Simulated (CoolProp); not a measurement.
Model: reference Helmholtz-energy equation of state, Penoncello 2003, in CoolProp.

Question: Give the vapour pressure (kPa), vapour density (kg/m³), enthalpy of vaporisation (kJ/kg), liquid cp (kJ/(kg K)) of saturated CHF3 (R23) at 203.8, 209.9 K.

Answer: 
| T (K) | p (kPa) | vapour density (kg/m³) | enthalpy of vaporisation (kJ/kg) | liquid cp (kJ/(kg K)) |
|---|---|---|---|---|
| 203.8 | 200 | 8.85 | 229 | 1.26 |
| 209.9 | 269 | 11.7 | 223 | 1.28 |
